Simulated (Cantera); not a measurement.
An isothermal, constant-pressure homogeneous reactor starts with NO : N2 = 1 : 0.71 (molar parts), at 2123 K and 0.132 atm. Integrator tolerance rtol = 1e-08.

Model: GRI-Mech 3.0 (53 species, 325 reactions), integrated in Cantera.

### Question
What does this change do: N2 0.71 to 0.2 parts?

### Answer
| quantity | before | after |
|---|---|---|
| x(NO) at 3.00 s | 0.0274 (gas-phase equilibrium 0.0116) | 0.0280 (gas-phase equilibrium 0.0126) |
| x(NO2) at 3.00 s | 1.63e-5 (gas-phase equilibrium 7.01e-6) | 2.00e-5 (gas-phase equilibrium 9.11e-6) |
| x(N2) at 3.00 s | 0.693 (gas-phase equilibrium 0.701) | 0.569 (gas-phase equilibrium 0.576) |
| x(O2) at 3.00 s | 0.277 (gas-phase equilibrium 0.285) | 0.401 (gas-phase equilibrium 0.408) |
| x(N2O) at 3.00 s | 4.18e-7 (gas-phase equilibrium 2.23e-7) | 4.04e-7 (gas-phase equilibrium 2.20e-7) |
| x(O) at 3.00 s | 0.00237 (gas-phase equilibrium 0.00240) | 0.00284 (gas-phase equilibrium 0.00287) |

### Question
What does this change do: pressure from 0.132 atm to 0.987 atm?

### Answer
| quantity | before | after |
|---|---|---|
| x(NO) at 3.00 s | 0.0274 (gas-phase equilibrium 0.0116) | 0.0118 (gas-phase equilibrium 0.0116) |
| x(NO2) at 3.00 s | 1.63e-5 (gas-phase equilibrium 7.01e-6) | 1.96e-5 (gas-phase equilibrium 1.93e-5) |
| x(N2) at 3.00 s | 0.693 (gas-phase equilibrium 0.701) | 0.701 (gas-phase equilibrium 0.701) |
| x(O2) at 3.00 s | 0.277 (gas-phase equilibrium 0.285) | 0.286 (gas-phase equilibrium 0.286) |
| x(N2O) at 3.00 s | 4.18e-7 (gas-phase equilibrium 2.23e-7) | 6.15e-7 (gas-phase equilibrium 6.13e-7) |
| x(O) at 3.00 s | 0.00237 (gas-phase equilibrium 0.00240) | 0.000876 (gas-phase equilibrium 0.000876) |
